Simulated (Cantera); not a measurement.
Feed: 1 mol Si₃N₄, 1.2 mol N₂O, 18 mol N₂, held at 13.3 mbar.

Cantera equilibrium calculation (NASA polynomials, part measured and part estimated; ideal gas, pure solids and liquids). Candidate condensed phases: Si, SiO₂, Si₂N₂O, Si₃N₄; 16 gas species. Mutual solubility and eutectic melting of coexisting phases are not modelled. Equilibrium is a limit: real reactors are often held back by kinetics, nucleation or transport. All values below are at 1125 K.

Base state: N₂ 1.00 (mole fractions); condensed: Si₂N₂O(s) + Si₃N₄(s).

Q: What changes in the equilibrium state with this change: Si₃N₄ replaced by Si?

A: 
```csv
species,before,after
N₂,1.00,1.00
"Si₂N₂O(s), mol",1.20,0.267
"Si₃N₄(s), mol",0.200,0
"SiO₂(β-quartz), mol",0,0.467
```
